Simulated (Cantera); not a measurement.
Feed: 1 mol SiCl4, 1.3 mol H2, equilibrated at 67000 Pa.

Equilibrium computed with Cantera from the NASA thermochemical tables; the gas is ideal and each condensed phase is pure. Candidate condensed phases: Si; 19 gas species. The tables' values for SiCl3 are old estimates; treat these amounts as uncertain. Equilibrium is a limit: real reactors are often held back by kinetics, nucleation or transport.

x: gas mole fraction; nothing condenses.

| T (K) | x H2 | x SiCl4 | x HCl | x SiHCl3 | x SiCl3 | x SiCl2 |
|---|---|---|---|---|---|---|
| 925 | 0.537 | 0.406 | 0.0285 | 0.0278 | 0.000284 | … |
| 950 | 0.533 | 0.403 | 0.0319 | 0.0309 | 0.000457 | … |
| 975 | 0.530 | 0.399 | 0.0355 | 0.0341 | 0.000716 | … |
| 1000 | 0.526 | 0.396 | 0.0393 | 0.0373 | 0.00109 | … |
| 1025 | 0.522 | 0.392 | 0.0434 | 0.0405 | 0.00163 | … |
| 1050 | 0.518 | 0.387 | 0.0477 | 0.0437 | 0.00238 | … |
| 1075 | 0.514 | 0.383 | 0.0523 | 0.0467 | 0.00339 | … |
| 1100 | 0.509 | 0.378 | 0.0574 | 0.0494 | 0.00473 | … |
| 1125 | 0.504 | 0.372 | 0.0629 | 0.0519 | 0.00646 | … |
| 1150 | 0.499 | 0.366 | 0.0689 | 0.0538 | 0.00863 | … |
| 1175 | 0.493 | 0.360 | 0.0757 | 0.0553 | 0.0113 | … |

Task: What belongs in the gaps?

Result: 
- 925, x SiCl2: 7.89e-6
- 950, x SiCl2: 1.73e-5
- 975, x SiCl2: 3.63e-5
- 1000, x SiCl2: 7.32e-5
- 1025, x SiCl2: 0.000142
- 1050, x SiCl2: 0.000264
- 1075, x SiCl2: 0.000475
- 1100, x SiCl2: 0.000825
- 1125, x SiCl2: 0.00138
- 1150, x SiCl2: 0.00223
- 1175, x SiCl2: 0.00346
